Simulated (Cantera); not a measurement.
**Equilibrium for oxide etching and cleaning by halides: MgO + HF + N₂**

Charge: 1 mol MgO, 2.3 mol HF, 31 mol N₂, equilibrated at 1330 Pa.

Equilibrium computed with Cantera from the NASA thermochemical tables; the gas is ideal and each condensed phase is pure. Candidate condensed phases: H₂O, Mg, MgF₂, MgO, Mg(OH)₂; 50 gas species. Mutual solubility and eutectic melting of coexisting phases are not modelled. Kinetics and transport are ignored.

| T (K) | x N₂ | x HF | x H₂O | x MgF₂ | x H₂ | n MgF₂(s) | n MgO(s) |
|---|---|---|---|---|---|---|---|
| 1250 | 0.942 | 0.0462 | 0.0118 | 1.03e-5 | 3.25e-6 | 0.390 | 0.610 |
| 1350 | 0.935 | 0.0604 | 0.00447 | 0.000150 | 5.78e-6 | 0.143 | 0.852 |
| 1450 | 0.931 | 0.0661 | 0.00147 | 0.00148 | 8.14e-6 | 0 | 0.951 |
| 1550 | 0.931 | 0.0646 | 0.00220 | 0.00223 | 2.57e-5 | 0 | 0.926 |
| 1650 | 0.931 | 0.0627 | 0.00309 | 0.00317 | 6.96e-5 | 0 | 0.894 |
| 1750 | 0.931 | 0.0605 | 0.00410 | 0.00429 | 0.000166 | 0 | 0.857 |
| 1850 | 0.931 | 0.0578 | 0.00516 | 0.00558 | 0.000351 | 0 | 0.812 |
x: gas mole fraction; n: condensed amount in mol.

From 1250 K to 1350 K the condensed part is MgF₂(s) + MgO(s). From 1450 K to 1850 K the condensed part is MgO(s). The main Mg-bearing gas is MgF₂ throughout. The share of Mg in condensed phases is highest at 1250 K (100.0 %) and lowest at 1850 K (81.2 %).
